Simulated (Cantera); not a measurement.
# Adiabatic ignition

An adiabatic, constant-volume homogeneous reactor starts with 30.0 % CO, 3.60 % H2, 14.0 % O2, 52.4 % N2, equivalence ratio 1.2, at 1400 K and 1200 Torr.

Computed with Cantera and GRI-Mech 3.0 (53 species, 325 reactions).

```csv
t (s),T (K),P (bar),x CO,x H2,x O2,x N2O,x H2O2,x NO,x NO2
5.00e-6,1400,1.60,0.300,0.0360,0.140,1.68e-12,3.84e-10,<1e-12,<1e-12
1.06e-5,1400,1.60,0.300,0.0359,0.140,5.28e-11,9.96e-9,<1e-12,<1e-12
2.25e-5,1490,1.70,0.285,0.0134,0.118,4.50e-8,1.87e-6,4.17e-7,2.16e-10
4.78e-5,2291,2.50,0.187,0.00462,0.0522,4.22e-7,1.47e-7,0.000112,5.20e-8
0.000101,2801,2.96,0.163,0.00364,0.0433,7.84e-7,1.02e-7,0.00122,5.86e-7
0.000215,2956,3.09,0.152,0.00325,0.0367,1.12e-6,1.49e-7,0.00579,2.53e-6
0.000457,2951,3.08,0.152,0.00328,0.0342,1.20e-6,1.45e-7,0.0116,4.91e-6
0.000971,2947,3.08,0.152,0.00330,0.0329,1.25e-6,1.42e-7,0.0146,6.09e-6
0.00206,2946,3.07,0.152,0.00330,0.0328,1.26e-6,1.42e-7,0.0150,6.24e-6
0.00437,2946,3.07,0.152,0.00330,0.0328,1.26e-6,1.42e-7,0.0150,6.24e-6
0.00928,2946,3.07,0.152,0.00330,0.0328,1.26e-6,1.42e-7,0.0150,6.24e-6
0.0197,2946,3.07,0.152,0.00330,0.0328,1.26e-6,1.42e-7,0.0150,6.24e-6
0.0418,2946,3.07,0.152,0.00330,0.0328,1.26e-6,1.42e-7,0.0150,6.24e-6
0.0888,2946,3.07,0.152,0.00330,0.0328,1.26e-6,1.42e-7,0.0150,6.24e-6
0.188,2946,3.07,0.152,0.00330,0.0328,1.26e-6,1.42e-7,0.0150,6.24e-6
0.400,2946,3.07,0.152,0.00330,0.0328,1.26e-6,1.42e-7,0.0150,6.24e-6
```
x: mole fraction; the columns are a selection and need not sum to one.

| Property | Result |
|---|---|
| time of steepest temperature rise | 25.4 µs |
| temperature at 0.400 s | 2946 K |
| equilibrium temperature | 2946 K |
| x(CO) at 0.400 s | 0.152 (gas-phase equilibrium 0.152) |
| x(H2) at 0.400 s | 0.00330 (gas-phase equilibrium 0.00330) |
| x(O2) at 0.400 s | 0.0328 (gas-phase equilibrium 0.0328) |
